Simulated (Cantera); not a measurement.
Charge: 1 mol Si2H6, 0.0034 mol Cl2, 12 mol H2, 0.34 mol HCl, at 1550 K and 21.0 mbar.

Equilibrium computed with Cantera from the NASA thermochemical tables; the gas is ideal and each condensed phase is pure. Candidate condensed phases: Si; 19 gas species. The feed counts by its element totals alone. The numbers say what is thermodynamically allowed, not how fast it happens.

Base state: H2 0.979, HCl 0.0199, SiCl2 0.00135, H 0.000215 (mole fractions); condensed: Si(s).

### Question
What changes in the equilibrium state with this change: 0.098 mol O2 added?

### Answer
| species | before | after |
|---|---|---|
| H2 | 0.979 | 0.966 |
| HCl | 0.0199 | 0.0196 |
| SiO | 0 | 0.0126 |
| SiCl2 | 0.00135 | 0.00133 |
| H | 0.000215 | 0.000214 |
| Si(s), mol | 1.98 | 1.78 |
Further candidate phases: H2O, SiO2.
